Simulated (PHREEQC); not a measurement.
A PHREEQC input (ion-association model, phreeqc.dat):

```
SOLUTION 1
  temp 25
  units mg/L
  pH 6.78
  pe -1.1
  Na 0.376
  K 0.205
  Ca 1,62
  Mg 0.354
  Cl 1.09
  S(6) 0.255 as SO4
  Alkalinity 5.74 as HCO3
  Sr 0.0612
END
USE solution 1
EQUILIBRIUM_PHASES 1
  Quartz 0 0.5
  CO2(g) -3.4 10
END
```

The run finishes without an error or a warning.

Its last state differs from that of the intended input:

```csv
quantity,as run,intended
ionic strength (mol/kgw),0.000159,0.000190
CaHCO3+ (mol/kgw),2.80e-8,4.52e-8
CaSO4 (mol/kgw),1.04e-8,1.66e-8
CaCO3 (mol/kgw),2.61e-9,4.20e-9
CaOH+ (mol/kgw),6.06e-11,9.76e-11
```

**Question.** One thing in the input isn't as intended. What explains the difference?

**Answer.** This is not unique; one that fits is The fault: a decimal comma in the Ca value. The line should read `Ca 1.62` where the input has `Ca 1,62`.
